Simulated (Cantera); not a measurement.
Input (Python, Cantera):

```python
import numpy as np
import cantera as ct

gas = ct.Solution("gri30.yaml")


def delay(T, t_max=10):
    gas.TPX = T, 85000, {'CO': 1, 'H2': 0.09, 'O2': 0.303, 'N2': 1.14}
    reactor = ct.IdealGasConstPressureReactor(gas, clone=False)
    net = ct.ReactorNet([reactor])
    net.rtol, net.atol = 1e-8, 1e-16
    while net.time < t_max:
        t_old, T_old = net.time, reactor.T
        net.step()
        if reactor.T > T + 400:  # ignition: a rise of 400 K
            return t_old + (T + 400 - T_old) / (reactor.T - T_old) * (net.time - t_old)
    return np.nan


taus = []
for T in [1200, 1275, 1350, 1425, 1500, 1575, 1650, 1725, 1800]:
    taus.append(delay(T))
    print(f"T0 = {T:6g} K   tau = {taus[-1]:.4e} s")
```

It prints:

```
T0 =   1200 K   tau = 1.3362e-04 s
T0 =   1275 K   tau = 1.0382e-04 s
T0 =   1350 K   tau = 8.7101e-05 s
T0 =   1425 K   tau = 7.7820e-05 s
T0 =   1500 K   tau = 7.3442e-05 s
T0 =   1575 K   tau = 7.2510e-05 s
T0 =   1650 K   tau = 7.3971e-05 s
T0 =   1725 K   tau = 7.7123e-05 s
T0 =   1800 K   tau = 8.1563e-05 s
```

Model: GRI-Mech 3.0 (53 species, 325 reactions), integrated in Cantera. Where the delays flatten at high temperature, the 400 K rule measures the pace of heat release, not the induction time.
